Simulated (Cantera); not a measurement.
Charge: 1 mol SrCl2, 3.8 mol HCl, 3 mol N2, at 1552 °C and 0.640 bar.

Cantera equilibrium calculation (NASA polynomials, part measured and part estimated; ideal gas, pure solids and liquids). Candidate condensed phases: NH4Cl, Sr, SrCl2; 15 gas species. Rates play no part.

Base state: HCl 0.532, N2 0.423, SrCl2 0.0379, Cl 0.00457, H2 0.00238, Cl2 0.000106, H 2.69e-5 (mole fractions); condensed: SrCl2(l).

### Question
What changes in the equilibrium state with this change: pressure from 0.640 bar to 0.170 bar?

### Answer
| species | before | after |
|---|---|---|
| HCl | 0.532 | 0.479 |
| N2 | 0.423 | 0.383 |
| SrCl2 | 0.0379 | 0.128 |
| H | 2.69e-5 | 6.21e-5 |
| Cl2 | 0.000106 | 6.07e-5 |
| Cl | 0.00457 | 0.00671 |
| H2 | 0.00238 | 0.00338 |
| SrCl2(l), mol | 0.731 | 0 |
